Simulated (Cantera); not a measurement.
Input (Python, Cantera) and output of one run.

```python
import numpy as np
import cantera as ct

gas_names = [...]  # 113 gases of nasa_gas.yaml made of C, Cu, H, O
cond_names = """
    C(gr) C6H6(L) C7H8(L) C8H18(L),n-octa Cu(cr) Cu(L) CuO(s) CuO2H2(s) Cu2O(s) Cu2O(L) H2O(s) H2O(L)
""".split()


# ... load() reads the species with a 1 bar reference pressure and builds the phases ...
atoms = {
    'CuO': {'Cu': 1, 'O': 1},
    'CH4': {'C': 1, 'H': 4},
    'CO': {'C': 1, 'O': 1},
}
top_T = {'C(gr)': 4500, 'CuO(s)': 1390}  # K; cautious upper limits of use, not melting points


# ... equilibrate(T, P, feed) seeds the gas with the atoms and calls Mixture.equilibrate('TP', solver="vcs", rtol=1e-11, max_steps=5000) ...
results = []
T = 1748  # K
P = 101325  # Pa
for m in [0.3, 0.36, 0.43, 0.52, 0.62, 0.73, 0.88, 1, 1.2, 1.5, 1.8, 2.1]:
    feed = {'CuO': 1, 'CH4': m, 'CO': 0.026}  # mol
    mix = equilibrate(T, P, feed)
    results.append((T, P, feed, dict(zip(mix.species_names, mix.species_moles))))

top = {s: max(r[3][s] / sum(r[3][g] for g in gas_names) for r in results) for s in gas_names}
cols = sorted((s for s in top if top[s] > 0.001), key=lambda s: -top[s])[:8]
seen = [c for c in cond_names if any(r[3].get(c, 0) > 1e-12 for r in results)]
print("log10 of partial pressures in bar; condensed amounts in mol")
print(f"{'n(CH4)':>10s}" + "".join(f"{s[:9]:>10s}" for s in cols + seen))
for T, P, feed, n in results:
    ng = sum(n[g] for g in gas_names)
    print(f"{feed['CH4']:10.4g}" + "".join(f"{np.log10(max(n[s] / ng * P / 1e5, 1e-99)):10.3f}" for s in cols)
          + "".join(f"{n.get(c, 0):10.4g}" for c in seen))
```

Result:

```
log10 of partial pressures in bar; condensed amounts in mol
    n(CH4)        H2       H2O        CO       CO2     C(gr)     Cu(L)
       0.3    -0.985    -0.257    -0.842    -0.672         0    0.9997
      0.36    -0.685    -0.344    -0.657    -0.875         0    0.9997
      0.43    -0.512    -0.451    -0.575    -1.072         0    0.9996
      0.52    -0.388    -0.593    -0.527    -1.289         0    0.9995
      0.62    -0.308    -0.761    -0.500    -1.512         0    0.9995
      0.73    -0.251    -0.974    -0.484    -1.764         0    0.9994
      0.88    -0.201    -1.401    -0.471    -2.228         0    0.9992
         1    -0.175    -3.721    -0.464    -4.568         0    0.9991
       1.2    -0.150    -4.097    -0.518    -5.023    0.1982     0.999
       1.5    -0.123    -4.140    -0.588    -5.163    0.4975    0.9988
       1.8    -0.104    -4.182    -0.648    -5.284    0.7969    0.9987
       2.1    -0.090    -4.221    -0.701    -5.390     1.096    0.9985
```

Method: chemical equilibrium by Gibbs-energy minimisation in Cantera with the NASA 1993 tables (ideal gas, pure condensed phases).
